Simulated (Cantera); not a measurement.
**Ignition delay**

Mixture: CO : H2 : CH4 : O2 : N2 = 1 : 1.2 : 0.69 : 4.46 : 17.4 (molar parts), equivalence ratio 0.56, at 1000000 Pa, adiabatic and at constant pressure. Ignition delay is the time to a rise of 400 K.

Computed with Cantera and GRI-Mech 3.0 (53 species, 325 reactions).

```
T0 (K)  delay (ms)
------  ----------
1275        0.0532
1325        0.0320
1375        0.0208
1425        0.0144
1475        0.0104
1525       0.00775
1575       0.00598
```

```yaml
apparent activation energy between 1475 and 1575 K: 110 kJ/mol
```
